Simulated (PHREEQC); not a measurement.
A column of 0.2 m (40 cells, dispersivity 0.016 m, 300 s a shift, diffusion coefficient 3e-10 m²/s) holds 0.027 eq of the database's cation exchanger X per kg of pore water, first in equilibrium with 0.015 mol/kgw MnCl2 and 1e-05 mol/kgw HCl. It is flushed with 6 mmol/kgw BaCl2, 16 mmol/kgw KBr and 0.01 mmol/kgw HCl, at 15 °C. Values are for the last cell. No CO2 enters from the air. Precipitation was switched off in this run.

The series has 33 steps of pore volumes, from 0 to 4.013.

Model: ion-association model, phreeqc.dat, run in PHREEQC.

### Question
After how many pore volumes does K at the outlet first reach half of its feed value?

### Answer
By 1.6 pore volumes.

### Question
After how many pore volumes does Br at the outlet first reach half of its feed value?

### Answer
By 1.0 pore volumes.

### Question
After how many pore volumes does Ba at the outlet first reach half of its feed value?

### Answer
By 2.5 pore volumes.
